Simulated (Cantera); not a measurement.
Cantera run:

```python
import numpy as np
import cantera as ct

gas_names = """
    CL CL2 H HCL H2 Si SiCL SiCL2 SiCL3 SiCL4 SiH SiHCL3 SiH2 SiH2CL2 SiH3 SiH3CL SiH4 Si2 Si3
""".split()
cond_names = """
    Si(cr) Si(L)
""".split()


# ... load() reads the species with a 1 bar reference pressure and builds the phases ...
atoms = {
    'Si': {'Si': 1},
    'Cl2': {'CL': 2},
    'H2': {'H': 2},
}
top_T = {}  # K; cautious upper limits of use, not melting points


# ... equilibrate(T, P, feed) seeds the gas with the atoms and calls Mixture.equilibrate('TP', solver="vcs", rtol=1e-11, max_steps=5000) ...
results = []
T = 1198  # K
P = 133.322  # Pa
for m in [4, 5.7, 8.1, 12, 17, 24, 34, 49, 70]:
    feed = {'Si': 1, 'Cl2': 0.8, 'H2': m}  # mol
    mix = equilibrate(T, P, feed)
    results.append((T, P, feed, dict(zip(mix.species_names, mix.species_moles))))
    x = sorted(zip(gas.X, gas.species_names), reverse=True)
    print(f"T = {T:g} K  P = {P:g} Pa  n(H2) = {m:g} mol  gas = {mix.phase_moles(0):.4g} mol")
    print("   x: " + "  ".join(f"{s} {v:.3e}" for v, s in x if v > 1e-06))
    print("   condensed (mol): " + ("  ".join(f"{mix.phase(i).name} {mix.phase_moles(i):.4g}"
          for i in range(1, mix.n_phases) if mix.phase_moles(i) > 1e-12) or "none"))
```

Output:

```
T = 1198 K  P = 133.322 Pa  n(H2) = 4 mol  gas = 4.704 mol
   x: H2 7.806e-01  HCL 1.373e-01  SiCL2 5.686e-02  SiCL4 1.366e-02  SiCL3 9.371e-03  SiHCL3 2.089e-03  SiH2CL2 4.176e-05  H 4.600e-06
   condensed (mol): Si(cr) 0.6142
T = 1198 K  P = 133.322 Pa  n(H2) = 5.7 mol  gas = 6.429 mol
   x: H2 8.263e-01  HCL 1.193e-01  SiCL2 4.052e-02  SiCL4 6.936e-03  SiCL3 5.636e-03  SiHCL3 1.293e-03  SiH2CL2 3.150e-05  H 4.733e-06
   condensed (mol): Si(cr) 0.6502
T = 1198 K  P = 133.322 Pa  n(H2) = 8.1 mol  gas = 8.851 mol
   x: H2 8.644e-01  HCL 1.008e-01  SiCL2 2.765e-02  SiCL4 3.229e-03  SiCL3 3.177e-03  SiHCL3 7.453e-04  SiH2CL2 2.248e-05  H 4.841e-06
   condensed (mol): Si(cr) 0.6918
T = 1198 K  P = 133.322 Pa  n(H2) = 12 mol  gas = 12.77 mol
   x: H2 8.992e-01  HCL 8.063e-02  SiCL2 1.702e-02  SiCL3 1.535e-03  SiCL4 1.224e-03  SiHCL3 3.672e-04  SiH2CL2 1.440e-05  H 4.937e-06
   condensed (mol): Si(cr) 0.7426
T = 1198 K  P = 133.322 Pa  n(H2) = 17 mol  gas = 17.78 mol
   x: H2 9.238e-01  HCL 6.426e-02  SiCL2 1.052e-02  SiCL3 7.461e-04  SiCL4 4.679e-04  SiHCL3 1.810e-04  SiH2CL2 9.146e-06  H 5.004e-06
   condensed (mol): Si(cr) 0.7879
T = 1198 K  P = 133.322 Pa  n(H2) = 24 mol  gas = 24.79 mol
   x: H2 9.431e-01  HCL 5.007e-02  SiCL2 6.259e-03  SiCL3 3.422e-04  SiCL4 1.655e-04  SiHCL3 8.386e-05  SiH2CL2 5.553e-06  H 5.056e-06
   condensed (mol): Si(cr) 0.83
T = 1198 K  P = 133.322 Pa  n(H2) = 34 mol  gas = 34.79 mol
   x: H2 9.581e-01  HCL 3.808e-02  SiCL2 3.564e-03  SiCL3 1.470e-04  SiCL4 5.367e-05  SiHCL3 3.632e-05  H 5.096e-06  SiH2CL2 3.212e-06
   condensed (mol): Si(cr) 0.8676
T = 1198 K  P = 133.322 Pa  n(H2) = 49 mol  gas = 49.8 mol
   x: H2 9.700e-01  HCL 2.803e-02  SiCL2 1.908e-03  SiCL3 5.758e-05  SiCL4 1.537e-05  SiHCL3 1.431e-05  H 5.128e-06  SiH2CL2 1.741e-06
   condensed (mol): Si(cr) 0.9006
T = 1198 K  P = 133.322 Pa  n(H2) = 70 mol  gas = 70.8 mol
   x: H2 9.785e-01  HCL 2.048e-02  SiCL2 1.009e-03  SiCL3 2.215e-05  SiHCL3 5.529e-06  H 5.150e-06  SiCL4 4.302e-06
   condensed (mol): Si(cr) 0.9262
```

Cantera equilibrium calculation (NASA polynomials, part measured and part estimated; ideal gas, pure solids and liquids). The tables' values for SiCl3 are old estimates; treat these amounts as uncertain.
